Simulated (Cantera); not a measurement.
Input (Python, Cantera) and output of one run.

```python
import numpy as np
import cantera as ct

gas_names = """
    AL ALCL ALCL2 ALCL3 ALO ALOCL ALO2 AL2 AL2CL6 AL2O AL2O2 CL CLO CL2 O O2 O3 Si SiCL SiCL2 SiCL3
    SiCL4 SiO SiO2 Si2 Si3
""".split()
cond_names = """
    AL(cr) AL(L) ALCL3(s) ALCL3(L) AL2O3(a) AL2O3(L) AL2SiO5(an) AL6Si2O13(s) Si(cr) Si(L) SiO2(Lqz)
    SiO2(hqz) SiO2(L)
""".split()


# ... load() reads the species with a 1 bar reference pressure and builds the phases ...
atoms = {
    'Al2O3': {'AL': 2, 'O': 3},
    'SiCl4': {'Si': 1, 'CL': 4},
    'O2': {'O': 2},
}
top_T = {'AL2SiO5(an)': 2000, 'AL6Si2O13(s)': 2100}  # K; cautious upper limits of use, not melting points


# ... equilibrate(T, P, feed) seeds the gas with the atoms and calls Mixture.equilibrate('TP', solver="gibbs", rtol=1e-10, max_steps=50000) ...
results = []
feed = {'Al2O3': 1, 'SiCl4': 0.78, 'O2': 3.3}  # mol
P = 100000  # Pa
for T in [873, 973, 1073, 1173, 1273, 1373, 1473, 1573, 1673, 1773, 1873]:
    mix = equilibrate(T, P, feed)
    results.append((T, P, feed, dict(zip(mix.species_names, mix.species_moles))))

top = {s: max(r[3][s] / sum(r[3][g] for g in gas_names) for r in results) for s in gas_names}
cols = sorted((s for s in top if top[s] > 1e-06), key=lambda s: -top[s])[:5]
seen = [c for c in cond_names if any(r[3].get(c, 0) > 1e-12 for r in results)]
print("log10 of partial pressures in bar; condensed amounts in mol")
print(f"{'T/K':>10s}" + "".join(f"{s[:9]:>10s}" for s in cols + seen))
for T, P, feed, n in results:
    ng = sum(n[g] for g in gas_names)
    print(f"{T:10.4g}" + "".join(f"{np.log10(max(n[s] / ng * P / 1e5, 1e-99)):10.3f}" for s in cols)
          + "".join(f"{n.get(c, 0):10.4g}" for c in seen))
```

It prints:

```
log10 of partial pressures in bar; condensed amounts in mol
       T/K        O2       CL2        CL       CLO     ALCL3  AL2O3(a) AL2SiO5(a AL6Si2O13 SiO2(hqz)   SiO2(L)
       873    -0.209    -0.418    -4.562    -5.703   -10.036      0.22      0.78         0         0         0
       973    -0.209    -0.418    -3.800    -5.078    -8.503      0.22      0.78         0         0         0
      1073    -0.209    -0.418    -3.177    -4.569    -7.261      0.22      0.78         0         0         0
      1173    -0.210    -0.419    -2.660    -4.147    -6.277         0      0.34      0.22         0         0
      1273    -0.211    -0.422    -2.224    -3.793    -5.483         0         0    0.3333    0.1133         0
      1373    -0.212    -0.429    -1.853    -3.492    -4.771         0         0    0.3333    0.1134         0
      1473    -0.216    -0.442    -1.535    -3.237    -4.169         0         0    0.3333    0.1134         0
      1573    -0.222    -0.464    -1.262    -3.020    -3.660         0         0    0.3332    0.1136         0
      1673    -0.230    -0.500    -1.029    -2.840    -3.237         0         0    0.3329    0.1142         0
      1773    -0.243    -0.556    -0.834    -2.694    -2.892         0         0    0.3324         0    0.1152
      1873    -0.258    -0.636    -0.675    -2.581    -2.627         0         0    0.3315         0    0.1169
```

Method: chemical equilibrium by Gibbs-energy minimisation in Cantera with the NASA 1993 tables (ideal gas, pure condensed phases). Mutual solubility and eutectic melting of coexisting phases are not modelled. The tables hold silica as quartz up to 1696 K and as liquid above; real silica turns to tridymite and cristobalite and melts near 1996 K. Condensed phases not in the tables: AlOCl, alloys, solid solutions and most ternary compounds.
